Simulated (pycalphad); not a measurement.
All values are pycalphad results on the COST 507 light-alloy database (1999) (1 atm), not direct measurements. These are 1990s assessments: newer ones move some temperatures and phases. Diffusion is slow at the low end, where real alloys seldom reach equilibrium.

Molar enthalpy of Si-3.87Cu (at.%) in equilibrium (SER reference):

```csv
T (°C),H (kJ/mol),phases
1577,88.65,liquid
1502,86.60,liquid
1427,84.55,liquid
1352,49.81,diamond (Si) + liquid
1277,38.92,diamond (Si) + liquid
1202,33.93,diamond (Si) + liquid
1127,30.33,diamond (Si) + liquid
1052,27.40,diamond (Si) + liquid
977,24.85,diamond (Si) + liquid
902,22.53,diamond (Si) + liquid
827,20.34,diamond (Si) + liquid
752,17.80,diamond (Si) + CU19SI6_ETA
677,15.82,diamond (Si) + CU19SI6_ETA
602,13.87,diamond (Si) + CU19SI6_ETA
527,11.95,diamond (Si) + CU19SI6_ETA
452,10.06,diamond (Si) + CU19SI6_ETA
377,8.19,diamond (Si) + CU19SI6_ETA
302,6.37,diamond (Si) + CU19SI6_ETA
227,4.59,diamond (Si) + CU19SI6_ETA
```

Cooling from 1427 °C to 752 °C, across the freezing range, releases 66.7 kJ/mol, or 2270 J/g. The slope is 27 J/(mol K) in the liquid and 26 J/(mol K) just below the solidus, where it includes any heat of precipitation. Liquidus 1394 °C, solidus 801 °C. Changes were sought between steps of 75 K, so a narrower field can be missed.

Database names, with the compositions (at.%) that they take in these runs: CU19SI6_ETA: Cu 76 Si 24.
